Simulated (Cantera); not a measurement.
Standard-state values (1 bar) from the NASA 1993 polynomials, evaluated with Cantera. Values are per mole of reaction as written; species without (g) are pure solids or liquids, kept so even where they would boil at 1 bar.

Q: Between 773 and 1773 K, where is each reaction favourable under standard conditions?
- 2 N2O(g) + VO2(g) = 4 NO(g) + V

A: 
- 2 N2O(g) + VO2(g) = 4 NO(g) + V: ΔG° is 302 kJ at 773 K and 127 kJ at 1773 K; it stays positive (K < 1). ΔH° is 440 kJ and ΔS° 176 J/K at 1773 K.
